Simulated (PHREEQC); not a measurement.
Solution (36 °C): 0.23 mol Cd(NO3)2 per kg of water. Closed to the air; pH follows from the charge balance.

Model: ion-association model, phreeqc.dat, run in PHREEQC.

Each row changes one thing in this solution. Precipitation was switched off in this run.

```csv
case,pH,ionic strength (mol/kgw),NO3- (mol/kgw),Cd+2 (mol/kgw),CdNO3+ (mol/kgw),Cd2OH+3 (mol/kgw)
as made,5.20,0.619,0.424,0.194,0.0357,6.23e-6
Cd(NO3)2 from 0.23 to 0.115 mol/kgw,5.42,0.324,0.220,0.104,0.0105,3.04e-6
0.022 mol/kgw HNO3 added,1.78,0.637,0.445,0.193,0.0373,2.35e-9
diluted 100-fold with water,6.25,0.00687,0.00459,0.00229,1.34e-5,7.89e-9
temperature from 36 to 25 °C,5.37,0.598,0.414,0.184,0.0462,4.26e-6
Cd(NO3)2 from 0.23 to 0.46 mol/kgw,5.01,1.11,0.786,0.327,0.134,1.03e-5
Cd(NO3)2 from 0.23 to 0.023 mol/kgw,5.83,0.0675,0.0453,0.0223,0.000741,3.29e-7
temperature from 36 to 45 °C,5.07,0.632,0.431,0.201,0.0289,8.27e-6
Cd(NO3)2 from 0.23 to 0.253 mol/kgw,5.17,0.674,0.463,0.210,0.0426,6.78e-6
```

The ionic strength passes 0.7 mol/kgw, the rough limit of the ion-association models, in Cd(NO3)2 from 0.23 to 0.46 mol/kgw. Complexes and solids missing from the database can't appear. At this temperature some constants are extrapolated from 25 °C, and those without enthalpy data are left unchanged.
